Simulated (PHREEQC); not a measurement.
Solution (20 °C): 0.0084 mol/kgw H2SeO3, 0.0027 mol/kgw K2CO3, 0.0049 mol/kgw H2SO4 and 0.00035 mol/kgw CsCl. Closed to the air; pH follows from the charge balance.

The numbers come from PHREEQC with the ion-association model, wateq4f.dat.

Precipitation was switched off in this run.

Task: What pH does the model give?

Result: pH 2.29.

Task: In which forms is Se present?

Result: H2SeO3 72 %, HSeO3- 28 % of the Se.
